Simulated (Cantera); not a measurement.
What does this Cantera script print?

```python
import numpy as np
import cantera as ct

gas_names = """
    C CH CH2 CH3 CH2OH CH3O CH4 CH3OH CN CO CO2 COOH C2 C2H CHCO,ketyl C2H2,acetylene C2H2,vinylidene
    CH2CO,ketene C2H3,vinyl CH3CN CH3CO,acetyl C2H4 C2H4O,ethylen CH3CHO,ethanal CH3COOH (HCOOH)2 C2H5
    C2H6 CH3OCH3 C2H5OH CCN CNC C2N2 C2O C3 C3H3,propargyl C3H4,allene C3H4,propyne C3H4,cyclo-
    C3H5,allyl C3H6,propylene C3H6,cyclo- C3H6O C3H7,n-propyl C3H7,i-propyl C3H8 C3H8O,1propanol
    C3H8O,2propanol C3O2 C4 C4H2 C4H4,1,3-cyclo- C4H6,butadiene C4H6,2-butyne C4H6,cyclo- C4H8,1-butene
    C4H8,cis2-buten C4H8,tr2-butene C4H8,isobutene C4H8,cyclo- (CH3COOH)2 C4H9,n-butyl C4H9,i-butyl
    C4H9,s-butyl C4H9,t-butyl C4H10,isobutane C4H10,n-butane C4N2 C5 C5H6,1,3cyclo- C5H8,cyclo-
    C5H10,1-pentene C5H10,cyclo- C5H11,pentyl C5H11,t-pentyl C5H12,n-pentane C5H12,i-pentane
    CH3C(CH3)2CH3 C6H2 C6H5,phenyl C6H5O,phenoxy C6H6 C6H5OH,phenol C6H10,cyclo- C6H12,1-hexene
    C6H12,cyclo- C6H13,n-hexyl C7H7,benzyl C7H8 C7H8O,cresol C7H14,1-heptene C7H15,n-heptyl
    C7H16,n-heptane C8H8,styrene C8H10,ethylbenz C8H16,1-octene C8H17,n-octyl C8H18,isooctane
    C8H18,n-octane C9H19,n-nonyl C10H8,naphthale C10H21,n-decyl C12H9,o-bipheny C12H10,bipheny H HCN HCO
    HCCN HNC HNCO HNO HNO2 HNO3 HO2 H2 HCHO,formaldehy HCOOH H2O H2O2 N NCO NH NH2 NH3 NH2OH NO NO2 NO3
    N2 N2H2 N2H4 N2O O OH O2 O3 Pb PbO Pb2
""".split()
cond_names = """
    C(gr) C6H6(L) C7H8(L) C8H18(L),n-octa H2O(s) H2O(L) Pb(cr) Pb(L) PbO(rd) PbO(yw) PbO(L) PbO2(s)
    Pb3O4(s)
""".split()


def load(file, names, dense=False):
    # The tables refer to 1 bar. Condensed volumes are neglected.
    table = {s.name: s for s in ct.Species.list_from_file(file)}
    out = []
    for n in names:
        d = dict(table[n].input_data)
        d["thermo"] = dict(d["thermo"], **{"reference-pressure": 1e5})
        if dense:
            d["equation-of-state"] = {"model": "constant-volume", "density": "1e6 g/cm^3"}
        out.append(ct.Species.from_dict(d))
    return out


gas = ct.Solution(thermo="ideal-gas", species=load("nasa_gas.yaml", gas_names))
cond = {s.name: ct.Solution(thermo="fixed-stoichiometry", species=[s], name=s.name)
        for s in load("nasa_condensed.yaml", cond_names, dense=True)}
atoms = {
    'PbO': {'Pb': 1, 'O': 1},
    'CH4': {'C': 1, 'H': 4},
    'N2': {'N': 2},
}
top_T = {'C(gr)': 4500, 'Pb3O4(s)': 820}  # K; cautious upper limits of use, not melting points


def equilibrate(T, P, feed):
    n = {}
    for name, mol in feed.items():
        for a, k in atoms[name].items():
            n[a] = n.get(a, 0.0) + k * mol
    gas.TPX = T, P, n
    mass = sum(n.values()) * gas.mean_molecular_weight
    gas.equilibrate("TP")
    valid = [c for c in cond.values() if c.min_temp <= T <= top_T.get(c.name, c.max_temp)]
    mix = ct.Mixture([(gas, mass / gas.mean_molecular_weight)] + [(c, 0.0) for c in valid])
    mix.T, mix.P = T, P
    mix.equilibrate("TP", solver="vcs", rtol=1e-11, max_steps=5000)
    return mix


results = []
feed = {'PbO': 1, 'CH4': 2.7, 'N2': 0.2}  # mol
T = 2525  # K
P = 370  # Pa
mix = equilibrate(T, P, feed)
results.append((T, P, feed, dict(zip(mix.species_names, mix.species_moles))))
x = sorted(zip(gas.X, gas.species_names), reverse=True)
print(f"T = {T:g} K  P = {P:g} Pa  gas = {mix.phase_moles(0):.4g} mol")
print("   x: " + "  ".join(f"{s} {v:.3e}" for v, s in x if v > 1e-06))
print("   condensed (mol): " + ("  ".join(f"{mix.phase(i).name} {mix.phase_moles(i):.4g}"
      for i in range(1, mix.n_phases) if mix.phase_moles(i) > 1e-12) or "none"))
```

It prints:

```
T = 2525 K  P = 370 Pa  gas = 8.976 mol
   x: H2 4.396e-01  H 3.056e-01  CO 1.114e-01  Pb 1.114e-01  N2 1.835e-02  HCN 6.766e-03  C2H2,acetylene 5.278e-03  HNC 8.151e-04  CN 2.819e-04  C2H 2.776e-04  C3 1.974e-04  C 6.321e-05  C4H2 2.619e-05  C2 1.828e-05  C2H2,vinylidene 4.473e-06  CH 2.908e-06  CH2 1.858e-06  C2N2 1.653e-06  CH3 1.281e-06
   condensed (mol): C(gr) 1.522
```

Equilibrium computed with Cantera from the NASA thermochemical tables; the gas is ideal and each condensed phase is pure.
